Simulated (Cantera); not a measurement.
Feed: 1 mol CH3SiCl3, 0.7 mol C2H4, 1.5 mol H2, equilibrated at 2102 °C and 1.33 mbar.

These are equilibrium values from Cantera (NASA tables, ideal gas, pure condensed phases), not measurements of a reactor. Candidate condensed phases: C, C6H6, C7H8, C8H18, Si, SiC; 109 gas species. The feed counts by its element totals alone. The tables' values for SiCl, SiCl3 are old estimates; treat these amounts as uncertain. Gases not in the tables: Si2H6 and higher silanes. Equilibrium is a limit: real reactors are often held back by kinetics, nucleation or transport.

Base state: H2 0.323, HCl 0.225, H 0.219, Cl 0.109, Si 0.0805, SiCl2 0.0156, SiC2 0.0143, SiCl 0.00753 (mole fractions); condensed: C(graphite).

Question: What changes in the equilibrium state with this change: CH3SiCl3 replaced by (CH3)2SiCl2?

Answer: 
| species | before | after |
|---|---|---|
| H2 | 0.323 | 0.435 |
| H | 0.219 | 0.255 |
| HCl | 0.225 | 0.143 |
| Cl | 0.109 | 0.0598 |
| SiCl2 | 0.0156 | 0.00456 |
| Si | 0.0805 | 0.0790 |
| SiC2 | 0.0143 | 0.0140 |
| SiCl3 | 1.72e-5 | 2.76e-6 |
| SiCl | 0.00753 | 0.00404 |
| C(graphite), mol | 2.11 | 3.06 |
The tables' values for SiCl are old estimates; treat these amounts as uncertain.
